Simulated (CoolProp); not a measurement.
Computed with CoolProp (reference Helmholtz-energy equation of state, Lemmon 2006). It is a short technical equation, of lower accuracy than the large ones.

Task: For C3F8 (R218), give the phase and the cv (kJ/(kg K)), speed of sound (m/s), expansivity (1/kK), fugacity coefficient at -44.35 °C and 0.935 MPa.

Result: 
- -44.35 °C and 0.935 MPa: liquid; cv 0.673, speed of sound 578, expansivity 2.30, fugacity coefficient 0.0768
